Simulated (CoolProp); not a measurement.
A Linde-Hampson liquefier for oxygen: isothermal reversible compression at 230 K from 1 atm to 25 MPa, throttling to 1 atm, return gas leaving the recuperator 5 K below the feed. Each further row changes one setting.

Model: reference Helmholtz-energy equation of state, Schmidt 1985, in CoolProp.

```tsv
case	liquid yield per pass	compression work (kJ/kg of gas)
as stated	[?]	307
high pressure 50 MPa	[?]	347
warm-end temperature 260 K	[?]	[?]
warm-end gap 10 K	[?]	307
```

Q: Some entries are withheld; supply them.

A: 
- as stated, liquid yield per pass: 0.245
- high pressure 50 MPa, liquid yield per pass: 0.283
- warm-end temperature 260 K, liquid yield per pass: 0.173
- warm-end temperature 260 K, compression work (kJ/kg of gas): 357
- warm-end gap 10 K, liquid yield per pass: 0.235
